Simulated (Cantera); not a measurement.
Mixture: CH₄ : H₂ : O₂ : N₂ = 1 : 0.066 : 1.85 : 6.95 (molar parts), equivalence ratio 1.1, at 1000000 Pa, adiabatic and at constant pressure. Ignition delay is the time to a rise of 400 K.

Model: GRI-Mech 3.0 (53 species, 325 reactions), integrated in Cantera.

At T0 = 1375 K, what is the delay, and which 8 reactions control it most (d ln τ / d ln k, from doubling and halving each rate constant)?

The delay is 0.434 ms.
```tsv
reaction	d ln τ / d ln k	faster rate
2 CH3 (+M) <=> C2H6 (+M)	0.57	lengthens it
H + O2 <=> O + OH	-0.43	shortens it
CH3 + HO2 <=> CH3O + OH	-0.35	shortens it
CH3 + O2 <=> CH3O + O	-0.31	shortens it
CH3 + O2 <=> CH2O + OH	-0.20	shortens it
CH4 + OH <=> CH3 + H2O	0.19	lengthens it
CH2O + O2 <=> HCO + HO2	-0.18	shortens it
CH4 + H <=> CH3 + H2	0.16	lengthens it
```
